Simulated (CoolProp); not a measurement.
Saturated liquid density (kg/m³) of R1234yf: the reference equation beside estimates from Tc = 367.8 K, pc = 3.384 MPa, ω = 0.276. Rackett uses Z = 0.29056 − 0.08775 ω.

Values from CoolProp's reference Helmholtz-energy equation of state, Lemmon 2022.

```json
[
 {"T (K)": "185.9", "reference": "1414", "Rackett": "1398", "Soave-Redlich-Kwong": "?"},
 {"T (K)": "192.4", "reference": "1398", "Rackett": "?", "Soave-Redlich-Kwong": "1242"},
 {"T (K)": "198.9", "reference": "?", "Rackett": "1367", "Soave-Redlich-Kwong": "?"},
 {"T (K)": "205.4", "reference": "?", "Rackett": "1351", "Soave-Redlich-Kwong": "1216"},
 {"T (K)": "211.9", "reference": "1348", "Rackett": "1334", "Soave-Redlich-Kwong": "1203"},
 {"T (K)": "218.4", "reference": "?", "Rackett": "1318", "Soave-Redlich-Kwong": "1189"},
 {"T (K)": "224.9", "reference": "?", "Rackett": "1301", "Soave-Redlich-Kwong": "1174"},
 {"T (K)": "231.4", "reference": "1297", "Rackett": "1283", "Soave-Redlich-Kwong": "1159"},
 {"T (K)": "237.9", "reference": "1279", "Rackett": "1266", "Soave-Redlich-Kwong": "1143"},
 {"T (K)": "244.4", "reference": "1261", "Rackett": "?", "Soave-Redlich-Kwong": "1126"},
 {"T (K)": "250.9", "reference": "1243", "Rackett": "1230", "Soave-Redlich-Kwong": "1109"}
]
```

Some entries are withheld; supply them.


- 185.9, Soave-Redlich-Kwong: 1254
- 192.4, Rackett: 1382
- 198.9, reference: 1382
- 198.9, Soave-Redlich-Kwong: 1229
- 205.4, reference: 1365
- 218.4, reference: 1331
- 224.9, reference: 1314
- 244.4, Rackett: 1248

Absolute difference from the reference over all 11 rows, mean and median: Rackett 1.1 and 1.0 %, Soave-Redlich-Kwong 10.8 and 10.8 %.
